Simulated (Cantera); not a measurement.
An isothermal, constant-pressure homogeneous reactor starts with NH3 : N2 = 1 : 0.68 (molar parts), at 1623 K and 750 Torr.

Computed with Cantera and the gas-phase N/H chemistry of the illustrative SiF4/NH3 mechanism in the Surface Chemkin manual (1991). Walls and surfaces, which speed up NH3 decomposition in real reactors, are not modelled.

One state of this run: x NH3 = 0.569; x H2 = 0.0249; x NH2 = 9.32e-5; x N2H2 = 4.38e-7; x N = 4.45e-9; x NH = 3.21e-7. x: mole fraction; the columns are a selection and need not sum to one.

Problem. Which value of t (s) does it belong to?
A. 1.00e-6
B. 7.50e-6
C. 0.178
D. 0.00316

Solution. C, 0.178
